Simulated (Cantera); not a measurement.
A freely propagating, adiabatic, planar premixed flame of C₃H₈ : O₂ : N₂ : H₂O = 1 : 3.85 : 14.5 : 3.2 (molar parts), equivalence ratio 1.3, unburnt at 675 K and 120000 Pa; mixture-averaged transport, grid criteria slope 0.08 and curve 0.16, no radiation.

Detailed kinetics in Cantera: GRI-Mech 3.0 (53 species, 325 reactions). GRI-Mech 3.0 was tuned for natural gas; its chemistry of propane as a main component is partial and can be far from experiment. Burning velocities carry a grid error of a few per cent, more on coarse grids.

x: mole fraction of selected species; z is measured from the peak of heat release.

| z (mm) | T (K) | u (m/s) | x C₃H₈ | x O₂ | x H₂O | x C₂H₂ | x HCO | x CH₂CO |
|---|---|---|---|---|---|---|---|---|
| -0.894 | 675 | 1.17 | 0.0442 | 0.170 | 0.142 | 1.74e-7 | <1e-8 | 3.12e-8 |
| -0.596 | 678 | 1.18 | 0.0441 | 0.169 | 0.141 | 2.02e-6 | <1e-8 | 4.61e-7 |
| -0.447 | 687 | 1.20 | 0.0438 | 0.168 | 0.142 | 1.28e-5 | <1e-8 | 3.73e-6 |
| -0.298 | 746 | 1.32 | 0.0427 | 0.161 | 0.147 | 0.000101 | <1e-8 | 4.00e-5 |
| -0.149 | ? | 1.94 | ? | ? | ? | ? | ? | ? |
| -0.0745 | 1402 | 2.65 | 0.0105 | 0.0880 | 0.197 | 0.00228 | 1.92e-5 | 0.00135 |
| 0 | 1732 | 3.35 | 0.000316 | 0.0456 | 0.224 | 0.00383 | 4.94e-5 | 0.00113 |
| 0.0745 | 1909 | 3.70 | 4.01e-7 | 0.0197 | 0.239 | 0.00180 | 2.28e-5 | 0.000216 |
| 0.149 | 1972 | 3.81 | <1e-8 | 0.00882 | 0.243 | 0.000347 | 5.47e-6 | 2.26e-5 |
| 0.298 | 2012 | 3.86 | <1e-8 | 0.00325 | 0.242 | 8.59e-6 | 3.09e-7 | 3.55e-7 |
| 0.596 | 2047 | 3.91 | <1e-8 | 0.00178 | 0.242 | 2.01e-8 | 1.40e-7 | <1e-8 |
| 1.19 | 2084 | 3.97 | <1e-8 | ? | 0.244 | <1e-8 | ? | <1e-8 |
| 2.38 | 2116 | 4.03 | <1e-8 | 0.000502 | 0.247 | <1e-8 | 6.53e-8 | <1e-8 |

Task: Some entries are withheld; supply them.

Result: 
- -0.149, T (K): 1064
- -0.149, x C₃H₈: 0.0306
- -0.149, x O₂: 0.127
- -0.149, x H₂O: 0.171
- -0.149, x C₂H₂: 0.000894
- -0.149, x HCO: 6.08e-7
- -0.149, x CH₂CO: 0.000512
- 1.19, x O₂: 0.00104
- 1.19, x HCO: 1.00e-7
